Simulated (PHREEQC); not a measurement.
Make-up at 25 °C: 0.00021 mol PbCl2, 0.059 mol KBr and 0.01 mol Na2SO4 per kg of water. Closed to the air; pH follows from the charge balance.

All values are PHREEQC results (ion-association model, phreeqc.dat), not measurements.

Problem. The ionic strength comes out as 0.0860 mol/kgw. What activity coefficients do Pb+2, SO4-2, Pb(SO4)2-2, Cl-, Br- get?

Solution. Pb+2 0.39, SO4-2 0.39, Pb(SO4)2-2 0.39, Cl- 0.78, Br- 0.77.

Precipitation was switched off in this run. The solution is supersaturated, for example in Anglesite, so a real one may precipitate; this is no full list.
